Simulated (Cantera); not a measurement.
An isothermal, constant-pressure homogeneous reactor starts with 52.9 % N2O, 47.1 % N2, at 1200 K and 0.178 atm.

Cantera simulation using GRI-Mech 3.0 (53 species, 325 reactions); the numbers are that mechanism's predictions, not measurements. GRI-Mech 3.0 was tuned for natural gas; its chemistry of N2O as a main component is partial and can be far from experiment. The mechanism lacks the step 2 NO + O2 → 2 NO2, which can matter for NO2 below about 1400 K. The temperature is held fixed by assumption; the heat of reaction is taken as removed at once.

Predict: x(N2O) at 7.00 s; x(N2) at 7.00 s; x(NO2) at 7.00 s; x(O2) at 7.00 s; x(O) at 7.00 s.


```
Property                                           Result
----------------  ---------------------------------------
x(N2O) at 7.00 s    0.219 (gas-phase equilibrium 5.85e-9)
x(N2) at 7.00 s       0.646 (gas-phase equilibrium 0.791)
x(NO2) at 7.00 s  5.17e-5 (gas-phase equilibrium 1.40e-6)
x(O2) at 7.00 s       0.110 (gas-phase equilibrium 0.209)
x(O) at 7.00 s    1.62e-6 (gas-phase equilibrium 2.72e-8)
```
